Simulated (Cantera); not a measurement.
A perfectly stirred reactor is fed with H2 : O2 = 0.1 : 1 (molar parts), equivalence ratio 0.050, at 1330 Pa; it is held at 1073 K, and followed from long to short residence time.

Cantera simulation using GRI-Mech 3.0 (53 species, 325 reactions); the numbers are that mechanism's predictions, not measurements. Radical loss at walls, strong at low pressure, is not modelled. The temperature is held fixed by assumption; the heat of reaction is taken as removed at once.

One state of this run: x H2 = 0.00110; x O2 = 0.899; x OH = 0.00140; x H2O = 0.0925; x O = 0.00504; x HO2 = 5.58e-6. x: mole fraction; the columns are a selection and need not sum to one.

Q: Which value of τ (s) does it belong to?
(A) 0.57
(B) 0.22
(C) 0.00081
(D) 0.0053

A: B, 0.22
